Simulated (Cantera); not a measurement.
An isothermal plug-flow reactor at 450 K and 2.76 atm (inlet), inlet velocity 0.086 m/s, active area per volume 2500 1/m; feed H₂ : O₂ : N₂ = 0.01 : 0.1 : 0.79 (molar parts), equivalence ratio 0.050.

Detailed kinetics in Cantera: Deutschmann's 1995 Pt surface mechanism with GRI-Mech 3.0 gas chemistry. Catalytic surfaces can have several steady states; this one follows from the mechanism file's or the stated starting coverage. Mass transfer to the wall is taken as infinitely fast.

x: gas mole fraction; θ: surface coverage.

| z (m) | x H₂ | x O₂ | x H₂O | θ free Pt | θ O* | θ OH* |
|---|---|---|---|---|---|---|
| 3.6e-05 | … | 0.107 | 0.00883 | 0.0298 | 0.900 | 0.0702 |
| 6.9e-05 | … | 0.107 | 0.00982 | 0.0172 | 0.926 | 0.0560 |
| 0.00013 | … | 0.106 | 0.0104 | 0.00966 | 0.947 | 0.0432 |
| 0.00026 | … | 0.106 | 0.0108 | 0.00499 | 0.963 | 0.0317 |
| 0.00049 | … | 0.106 | 0.0110 | 0.00269 | 0.974 | 0.0235 |
| 0.00095 | … | 0.106 | 0.0111 | 0.00140 | 0.982 | 0.0171 |
| 0.0018 | … | 0.106 | 0.0111 | 0.000740 | 0.987 | 0.0125 |
| 0.0036 | … | 0.106 | 0.0111 | 0.000371 | 0.991 | 0.00885 |

Some entries are withheld; supply them.


- 3.6e-05, x H₂: 0.00233
- 6.9e-05, x H₂: 0.00134
- 0.00013, x H₂: 0.000752
- 0.00026, x H₂: 0.000388
- 0.00049, x H₂: 0.000209
- 0.00095, x H₂: 0.000108
- 0.0018, x H₂: 5.74e-5
- 0.0036, x H₂: 2.88e-5
